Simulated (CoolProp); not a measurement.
Properties of hexamethyldisiloxane (MM) at several states (Tc = 518.7 K, pc = 1.931 MPa, ω = 0.418).

Values from CoolProp's reference Helmholtz-energy equation of state, Thol 2016.

```
T (K)  p (MPa)          phase  cp (kJ/(kg K))  cv (kJ/(kg K))  expansivity (1/kK)  fugacity coefficient
-----  -------  -------------  --------------  --------------  ------------------  --------------------
439.6    0.195            gas               …               …                   …                     …
523.4     6.72  supercritical           2.488               …               2.961                     …
432.1   0.0655            gas           1.860               …               2.513                0.9772
```

Q: Complete the blanks.

A: 
- 439.6, cp (kJ/(kg K)): 1.904
- 439.6, cv (kJ/(kg K)): 1.832
- 439.6, expansivity (1/kK): 2.904
- 439.6, fugacity coefficient: 0.9361
- 523.4, cv (kJ/(kg K)): 2.079
- 523.4, fugacity coefficient: 0.2871
- 432.1, cv (kJ/(kg K)): 1.802
